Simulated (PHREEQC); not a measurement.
CaCl2 is added in steps, without added water, to 1 kg of water holding 3.4 mmol/kgw CdSO4, at 25 °C. Oxygen alone is held at its pressure in air (log pO2 = -0.68). The system is closed to CO2. Solids allowed: Gypsum, Portlandite, Cd(OH)2, CdOHCl. Others were left out.

Base run: PHREEQC, ion-association model, wateq4f.dat. Each further column changes one thing. The table gives CaSO4 (mol/kgw).

```
CaCl2 added (mol)      base  Debye-Hückel limiting law  Davies equation for every ion
-----------------  --------  -------------------------  -----------------------------
0                         0                          0                              0
0.0007969          0.000137                   0.000122                       0.000135
0.001434           0.000236                   0.000207                       0.000231
0.002231           0.000347                   0.000300                       0.000339
0.002869           0.000427                   0.000364                       0.000417
0.003666           0.000518                   0.000434                       0.000505
0.004303           0.000584                   0.000484                       0.000569
0.0051             0.000659                   0.000538                       0.000642
```
